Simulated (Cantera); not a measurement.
A closed system holds: 1 mol Si₂H₆, 9.9 mol H₂, held at 2100 Pa.

Method: chemical equilibrium by Gibbs-energy minimisation in Cantera with the NASA 1993 tables (ideal gas, pure condensed phases). Candidate condensed phases: Si; 9 gas species. The feed counts by its element totals alone. Gases not in the tables: Si₂H₆ and higher silanes. Kinetics and transport are ignored.

At 1477 °C, list the 4 most abundant gas species with their mole fractions, and the condensed phases.

H₂ 0.998, H 0.00160, Si 7.15e-5, SiH₂ 2.08e-5. Condensed: Si(l).
